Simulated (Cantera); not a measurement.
An isothermal, constant-pressure homogeneous reactor starts with C₂H₆ : N₂ = 1 : 9.1 (molar parts), at 1125 K and 13300 Pa. Integrator tolerance rtol = 1e-08.

Detailed kinetics in Cantera: GRI-Mech 3.0 (53 species, 325 reactions). GRI-Mech 3.0 stops at C3 and has no aromatics, soot or wall deposition, so with more carbon than oxygen in the feed, carbon stays in small species such as C2H2 where larger ones or solid carbon would form.

Q: What does this change do: pressure from 13300 Pa to 51.0 Pa?

A: 
| quantity | before | after |
|---|---|---|
| x(C₂H₆) at 100 s | 0.000179 (gas-phase equilibrium 3.21e-5) | 0.000197 (gas-phase equilibrium 5.90e-9) |
| x(CH₄) at 100 s | 0.0178 (gas-phase equilibrium 0.0678) | 0.0276 (gas-phase equilibrium 0.00143) |
| x(H₂) at 100 s | 0.116 (gas-phase equilibrium 0.0672) | 0.0837 (gas-phase equilibrium 0.163) |
| x(C₂H₄) at 100 s | 0.0304 (gas-phase equilibrium 0.00907) | 0.0531 (gas-phase equilibrium 0.000179) |
| x(CH₃) at 100 s | 9.12e-7 (gas-phase equilibrium 5.92e-7) | 9.48e-6 (gas-phase equilibrium 1.30e-7) |
| x(H) at 100 s | 3.17e-7 (gas-phase equilibrium 3.18e-8) | 1.62e-6 (gas-phase equilibrium 8.00e-7) |
Radical loss at walls, strong at low pressure, is not modelled.
